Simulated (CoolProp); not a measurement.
Values from CoolProp's reference Helmholtz-energy equation of state, Smukala 2000.

For ethylene, give the phase and the cp (kJ/(kg K)), speed of sound (m/s) at -57.05 °C and 0.101 MPa; -42.25 °C and 0.101 MPa; -22.45 °C and 0.101 MPa.


- -57.05 °C and 0.101 MPa: gas; cp 1.32, speed of sound 286
- -42.25 °C and 0.101 MPa: gas; cp 1.35, speed of sound 295
- -22.45 °C and 0.101 MPa: gas; cp 1.40, speed of sound 306
